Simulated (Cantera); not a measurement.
A closed system holds: 1 mol Si, 1.7 mol N₂O, 610 mol N₂, equilibrated at 110000 Pa.

Equilibrium computed with Cantera from the NASA thermochemical tables; the gas is ideal and each condensed phase is pure. Candidate condensed phases: Si, SiO₂, Si₂N₂O, Si₃N₄; 16 gas species. The tables hold silica as quartz up to 1696 K and as liquid above; real silica turns to tridymite and cristobalite and melts near 1996 K. Equilibrium is a limit: real reactors are often held back by kinetics, nucleation or transport. All values below are at 1823 K.

Base state: N₂ 1.000, SiO 0.000490 (mole fractions); condensed: SiO₂(condensed).

Problem. What changes in the equilibrium state with this change: N₂O from 1.7 to 1.2 mol?

Solution. 
```csv
species,before,after
N₂,1.000,0.999
SiO,0.000490,0.00131
"SiO₂(condensed), mol",0.700,0.200
```
